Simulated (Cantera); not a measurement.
## Hydrocarbon pyrolysis for carbon deposition

An isothermal, constant-pressure homogeneous reactor starts with CH4 : N2 : H2O = 1 : 5.2 : 0.03 (molar parts), at 1225 K and 750 Torr.

Model: GRI-Mech 3.0 (53 species, 325 reactions), integrated in Cantera. GRI-Mech 3.0 stops at C3 and has no aromatics, soot or wall deposition, so with more carbon than oxygen in the feed, carbon stays in small species such as C2H2 where larger ones or solid carbon would form.

| t (s) | x CH4 | x H2 | x CH2 | x C2H | x H |
|---|---|---|---|---|---|
| 5.00e-6 | 0.161 | 2.03e-10 | <1e-12 | <1e-12 | 3.97e-11 |
| 3.91e-5 | 0.161 | 1.86e-9 | <1e-12 | <1e-12 | 3.98e-11 |
| 0.000306 | 0.161 | 1.48e-8 | <1e-12 | <1e-12 | 3.98e-11 |
| 0.00239 | 0.161 | 1.16e-7 | <1e-12 | <1e-12 | 3.99e-11 |
| 0.0187 | 0.161 | 9.39e-7 | <1e-12 | <1e-12 | 4.26e-11 |
| 0.146 | 0.160 | 7.71e-6 | <1e-12 | <1e-12 | 4.72e-11 |
| 1.14 | 0.160 | 7.20e-5 | <1e-12 | <1e-12 | 1.01e-10 |
| 8.95 | 0.159 | 0.00103 | <1e-12 | <1e-12 | 8.76e-10 |
| 70.0 | 0.152 | 0.0105 | <1e-12 | <1e-12 | 7.06e-9 |
x: mole fraction; the columns are a selection and need not sum to one.

Equilibrium at this temperature and pressure: CH4 0.0869, H2 0.0957, CH2 <1e-12, C2H 1.95e-12, H 9.71e-8 (gas phase only).
